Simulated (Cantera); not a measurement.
A freely propagating, adiabatic, planar premixed flame of H2 : O2 : N2 = 1 : 0.417 : 1.57 (molar parts), equivalence ratio 1.2, unburnt at 423 K and 1.00 atm; mixture-averaged transport, grid criteria slope 0.08 and curve 0.16, no radiation.

Model: the H2/O2 subset of GRI-Mech 3.0, which has no nitrogen chemistry, integrated in Cantera. Burning velocities carry a grid error of a few per cent, more on coarse grids.

**Question.** How do the results move with these cheaper or finer settings: unity-Lewis-number transport; multicomponent transport; multicomponent+Soret transport; grid criteria slope 0.5, curve 1; grid criteria slope 0.25, curve 0.5; grid criteria slope 0.03, curve 0.06?

**Answer.** 
| setting | laminar burning velocity | thermal thickness | peak x(H2O2) | peak x(O) | grid points |
|---|---|---|---|---|---|
| as above | 465 cm/s | 0.395 mm | 6.21e-5 | 0.00926 | 117 |
| unity-Lewis-number transport | 299 cm/s | 0.325 mm | 1.89e-5 | 0.00921 | 112 |
| multicomponent transport | 455 cm/s | 0.394 mm | 6.27e-5 | 0.00920 | 117 |
| multicomponent+Soret transport | 429 cm/s | 0.385 mm | 6.40e-5 | 0.00918 | 117 |
| grid criteria slope 0.5, curve 1 | 514 cm/s | 0.502 mm | 4.27e-5 | 0.00976 | 37 |
| grid criteria slope 0.25, curve 0.5 | 475 cm/s | 0.427 mm | 5.52e-5 | 0.00939 | 58 |
| grid criteria slope 0.03, curve 0.06 | 461 cm/s | 0.386 mm | 6.41e-5 | 0.00922 | 273 |
Unity Lewis numbers drop preferential diffusion, which matters most where H2 and H carry the flame; Soret adds thermal diffusion.
